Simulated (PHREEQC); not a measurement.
Model water analysis in mg/kgw, 25 °C, pH 6.51, pe 12.6:

```json
[
 {"constituent": "Na", "mg/kgw": "4710"},
 {"constituent": "K", "mg/kgw": "1.3"},
 {"constituent": "Ca", "mg/kgw": "474"},
 {"constituent": "Mg", "mg/kgw": "336"},
 {"constituent": "Cl", "mg/kgw": "7400"},
 {"constituent": "S(6) as SO4", "mg/kgw": "2790"},
 {"constituent": "Alkalinity as HCO3", "mg/kgw": "0.000787"},
 {"constituent": "B", "mg/kgw": "1.57"}
]
```

Valence states are taken as typed.

Model: ion-association model, phreeqc.dat, run in PHREEQC.

```json
[
 {"quantity": "ionic strength (mol/kgw)", "before": "0.284", "after": "0.284"},
 {"quantity": "K+ (mol/kgw)", "before": "3.22e-5", "after": "3.22e-5"},
 {"quantity": "KSO4- (mol/kgw)", "before": "1.02e-6", "after": "1.02e-6"},
 {"quantity": "H2BO3- (mol/kgw)", "before": "3.92e-7", "after": "3.93e-8"},
 {"quantity": "HSO4- (mol/kgw)", "before": "1.95e-7", "after": "1.95e-6"},
 {"quantity": "HCO3- (mol/kgw)", "before": "1.01e-7", "after": "5.22e-6"},
 {"quantity": "SI of Gypsum (CaSO4:2H2O)", "before": "-0.30", "after": "-0.30"},
 {"quantity": "SI of Halite (NaCl)", "before": "-3.25", "after": "-3.25"}
]
```

Problem. Name the change that produced these shifts.
A. K from 1.3 to 3.9 mg/kgw
B. pH from 6.51 to 6.01 at the same alkalinity
C. pH from 6.51 to 5.51 at the same alkalinity

Solution. C, pH from 6.51 to 5.51 at the same alkalinity

This is a speciation only: nothing precipitates in the calculation.
